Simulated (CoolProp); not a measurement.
C2F6 (R116) along the isobar 755 kPa: density (kg/m³) from the reference equation and from simpler models built on Tc = 293.0 K, pc = 3048 kPa, ω = 0.257; each cubic takes its own stable root.

Values from CoolProp's reference Helmholtz-energy equation of state, Lemmon 2006. It is a short technical equation, of lower accuracy than the large ones.

```tsv
T (K)	phase	reference	van der Waals	Redlich-Kwong	Soave-Redlich-Kwong	Peng-Robinson
223.3	liquid	1474	67.15	1331	1394	1580
230.5	liquid	1435	63.98	1285	1349	1530
237.6	liquid	1394	61.19	64.12	1300	1476
244.8	gas	62.40	58.66	60.96	61.96	62.78
251.9	gas	59.16	56.39	58.23	58.95	59.70
259.1	gas	56.36	54.29	55.77	56.28	56.97
266.2	gas	53.95	52.40	53.60	53.94	54.58
273.4	gas	51.79	50.62	51.60	51.82	52.41
280.5	gas	49.87	49.01	49.80	49.92	50.47
287.7	gas	48.11	47.48	48.12	48.17	48.68
294.8	gas	46.52	46.08	46.60	46.59	47.06
302	gas	45.05	44.75	45.17	45.11	45.55
309.1	gas	43.70	43.52	43.86	43.75	44.17
316.3	gas	42.43	42.34	42.62	42.48	42.87
323.4	gas	41.27	41.25	41.47	41.30	41.67
330.6	gas	40.16	40.20	40.37	40.19	40.54
```

At some of these states van der Waals, Redlich-Kwong gives the other phase, because its saturation line lies elsewhere.
